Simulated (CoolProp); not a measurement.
The numbers come from the reference Helmholtz-energy equation of state, Leachman 2009 in CoolProp.

### Question
For normal hydrogen, give the phase and the cv (kJ/(kg K)), viscosity (µPa s), conductivity (mW/(m K)) at 28.3 K and 0.101 MPa; 171.8 K and 0.101 MPa; 243.6 K and 0.101 MPa.

### Answer
- 28.3 K and 0.101 MPa: gas; cv 6.24, viscosity 1.44, conductivity 23.1
- 171.8 K and 0.101 MPa: gas; cv 8.94, viscosity 6.07, conductivity 115
- 243.6 K and 0.101 MPa: gas; cv 9.88, viscosity 7.74, conductivity 158

Viscosity comes from a separate model (Muzny 2013). Thermal conductivity comes from a separate model (Assael 2011).
